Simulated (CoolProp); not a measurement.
Vapour-liquid equilibrium of benzene (1) + octamethylcyclotetrasiloxane (D4) (2) at 22.15 °C; x and y are mole fractions of (1).

The numbers come from the multi-fluid Helmholtz-energy mixture model, Thol 2012 and Thol 2015; pair parameters Bell 2016 in CoolProp.

| x | bubble pressure (bar) | y at the bubble point | dew pressure at overall composition x (bar) | liquid density (mol/L) |
|---|---|---|---|---|
| 0.05 | 0.006558 | 0.843 | 0.001140 | 3.356 |
| 0.2 | 0.02604 | 0.967 | 0.001351 | 3.840 |
| 0.35 | 0.04519 | 0.985 | 0.001658 | 4.450 |
| 0.5 | 0.06130 | 0.991 | 0.002146 | 5.243 |
| 0.65 | 0.07531 | 0.994 | 0.003039 | 6.315 |
| 0.8 | 0.08951 | 0.997 | 0.005210 | 7.836 |
| 0.95 | 0.1055 | 0.999 | 0.01842 | 10.16 |

No azeotrope shows between x = 0.05 and 0.95.

The pair parameters rest on a limited set of measurements; away from them the model extrapolates. The gap from Raoult's law changes sign with composition, which may be real or a fault of the pair parameters; it wasn't checked against measurements.
